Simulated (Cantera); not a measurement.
What does this Cantera script print?

```python
import numpy as np
import cantera as ct

gas_names = """
    C CH CH2 CH3 CH4 CN C2 C2H C2H2,acetylene C2H2,vinylidene C2H3,vinyl CH3CN C2H4 C2H5 C2H6 CCN CNC
    C2N2 C3 C3H3,propargyl C3H4,allene C3H4,propyne C3H4,cyclo- C3H5,allyl C3H6,propylene C3H6,cyclo-
    C3H7,n-propyl C3H7,i-propyl C3H8 C4 C4H2 C4H4,1,3-cyclo- C4H6,butadiene C4H6,2-butyne C4H6,cyclo-
    C4H8,1-butene C4H8,cis2-buten C4H8,tr2-butene C4H8,isobutene C4H8,cyclo- C4H9,n-butyl C4H9,i-butyl
    C4H9,s-butyl C4H9,t-butyl C4H10,isobutane C4H10,n-butane C4N2 C5 C5H6,1,3cyclo- C5H8,cyclo-
    C5H10,1-pentene C5H10,cyclo- C5H11,pentyl C5H11,t-pentyl C5H12,n-pentane C5H12,i-pentane
    CH3C(CH3)2CH3 C6H2 C6H5,phenyl C6H6 C6H10,cyclo- C6H12,1-hexene C6H12,cyclo- C6H13,n-hexyl
    C7H7,benzyl C7H8 C7H14,1-heptene C7H15,n-heptyl C7H16,n-heptane C8H8,styrene C8H10,ethylbenz
    C8H16,1-octene C8H17,n-octyl C8H18,isooctane C8H18,n-octane C9H19,n-nonyl C10H8,naphthale
    C10H21,n-decyl C12H9,o-bipheny C12H10,bipheny H HCN HCCN HNC H2 N NH NH2 NH3 N2 N2H2 N2H4
""".split()
cond_names = """
    C(gr) C6H6(L) C7H8(L) C8H18(L),n-octa
""".split()


def load(file, names, dense=False):
    # The tables refer to 1 bar. Condensed volumes are neglected.
    table = {s.name: s for s in ct.Species.list_from_file(file)}
    out = []
    for n in names:
        d = dict(table[n].input_data)
        d["thermo"] = dict(d["thermo"], **{"reference-pressure": 1e5})
        if dense:
            d["equation-of-state"] = {"model": "constant-volume", "density": "1e6 g/cm^3"}
        out.append(ct.Species.from_dict(d))
    return out


gas = ct.Solution(thermo="ideal-gas", species=load("nasa_gas.yaml", gas_names))
cond = {s.name: ct.Solution(thermo="fixed-stoichiometry", species=[s], name=s.name)
        for s in load("nasa_condensed.yaml", cond_names, dense=True)}
atoms = {
    'C2H2': {'C': 2, 'H': 2},
    'NH3': {'N': 1, 'H': 3},
    'H2': {'H': 2},
}
top_T = {'C(gr)': 4500}  # K; cautious upper limits of use, not melting points


def equilibrate(T, P, feed):
    n = {}
    for name, mol in feed.items():
        for a, k in atoms[name].items():
            n[a] = n.get(a, 0.0) + k * mol
    gas.TPX = T, P, n
    mass = sum(n.values()) * gas.mean_molecular_weight
    gas.equilibrate("TP")
    valid = [c for c in cond.values() if c.min_temp <= T <= top_T.get(c.name, c.max_temp)]
    mix = ct.Mixture([(gas, mass / gas.mean_molecular_weight)] + [(c, 0.0) for c in valid])
    mix.T, mix.P = T, P
    mix.equilibrate("TP", solver="vcs", rtol=1e-11, max_steps=5000)
    return mix


results = []
feed = {'C2H2': 1, 'NH3': 0.16, 'H2': 35}  # mol
T = 2700  # K
P = 13332.2  # Pa
mix = equilibrate(T, P, feed)
results.append((T, P, feed, dict(zip(mix.species_names, mix.species_moles))))
x = sorted(zip(gas.X, gas.species_names), reverse=True)
print(f"T = {T:g} K  P = {P:g} Pa  gas = {mix.phase_moles(0):.4g} mol")
print("   x: " + "  ".join(f"{s} {v:.3e}" for v, s in x if v > 0.001))
print("   condensed (mol): " + ("  ".join(f"{mix.phase(i).name} {mix.phase_moles(i):.4g}"
      for i in range(1, mix.n_phases) if mix.phase_moles(i) > 1e-12) or "none"))
```

Result:

```
T = 2700 K  P = 13332.2 Pa  gas = 39.11 mol
   x: H2 8.340e-01  H 1.421e-01  C2H2,acetylene 1.967e-02  HCN 2.505e-03
   condensed (mol): C(gr) 0.2761
```

Cantera equilibrium calculation (NASA polynomials, part measured and part estimated; ideal gas, pure solids and liquids).
